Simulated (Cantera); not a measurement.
An isothermal, constant-pressure homogeneous reactor starts with 3.85 % H2, 96.2 % O2, equivalence ratio 0.020, at 1198 K and 2000 Pa.

Cantera simulation using the H2/O2 subset of GRI-Mech 3.0, which has no nitrogen chemistry; the numbers are that mechanism's predictions, not measurements. Radical loss at walls, strong at low pressure, is not modelled. The temperature is held fixed by assumption; the heat of reaction is taken as removed at once.

x: mole fraction; the columns are a selection and need not sum to one.

```tsv
t (s)	x H2	x O2	x H2O	x H2O2	x HO2	x H
3.00e-5	0.0385	0.962	9.80e-11	<1e-12	1.47e-9	1.01e-9
6.63e-5	0.0385	0.962	8.13e-10	<1e-12	3.26e-9	1.90e-9
0.000147	0.0385	0.962	6.42e-9	2.42e-12	7.23e-9	4.63e-9
0.000324	0.0385	0.962	6.67e-8	1.18e-11	1.62e-8	2.34e-8
0.000717	0.0385	0.962	2.42e-6	6.17e-11	4.50e-8	6.67e-7
0.00158	0.0341	0.958	0.00317	3.49e-8	3.59e-6	0.000899
0.00350	0.000633	0.932	0.0340	1.14e-7	4.39e-6	0.00495
0.00775	0.000440	0.937	0.0352	1.01e-7	4.05e-6	0.00353
0.0171	0.000305	0.945	0.0365	1.01e-7	3.61e-6	0.00198
0.0379	0.000155	0.953	0.0378	9.51e-8	2.79e-6	0.000698
0.0837	[?]	0.958	0.0386	[?]	[?]	[?]
0.185	[?]	0.960	0.0389	[?]	[?]	[?]
0.409	3.55e-6	0.961	0.0391	2.59e-8	2.96e-7	2.45e-6
0.905	9.13e-7	0.961	0.0392	1.17e-8	9.99e-8	3.23e-7
2.00	2.62e-7	0.961	0.0392	4.93e-9	3.44e-8	5.04e-8
```

### Question
Fill in the missing entries.

### Answer

- 0.0837, x H2: 5.42e-5
- 0.0837, x H2O2: 7.67e-8
- 0.0837, x HO2: 1.71e-6
- 0.0837, x H: 0.000143
- 0.185, x H2: 1.45e-5
- 0.185, x H2O2: 4.95e-8
- 0.185, x HO2: 7.94e-7
- 0.185, x H: 1.99e-5
